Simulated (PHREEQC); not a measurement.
A solution holds 1.2 mmol/kgw HCl and 64 mmol/kgw Na2SO4, at 90 °C. Closed to the air; pH follows from the charge balance.

Model: ion-association model, wateq4f.dat, run in PHREEQC.

Each row changes one thing in this solution. This is a speciation only: nothing precipitates in the calculation.

| case | pH | ionic strength (mol/kgw) | Na+ (mol/kgw) | SI of Halite (NaCl) |
|---|---|---|---|---|
| as made | 3.99 | 0.169 | 0.117 | -5.86 |
| HCl from 0.0012 to 0.0018 mol/kgw | 3.81 | 0.168 | 0.117 | [?] |
| Na2SO4 from 0.064 to 0.64 mol/kgw | [?] | 1.33 | 0.986 | [?] |
| Na2SO4 replaced by Na2SeO3 at the same molality | 9.43 | [?] | 0.128 | -5.83 |

**Question.** Complete the blanks.

**Answer.** 
- HCl from 0.0012 to 0.0018 mol/kgw, SI of Halite (NaCl): -5.68
- Na2SO4 from 0.064 to 0.64 mol/kgw, pH: 4.48
- Na2SO4 from 0.064 to 0.64 mol/kgw, SI of Halite (NaCl): -5.06
- Na2SO4 replaced by Na2SeO3 at the same molality, ionic strength (mol/kgw): 0.189

The ionic strength passes 0.7 mol/kgw, the rough limit of the ion-association models, in Na2SO4 from 0.064 to 0.64 mol/kgw. At this temperature some constants are extrapolated from 25 °C, and those without enthalpy data are left unchanged.
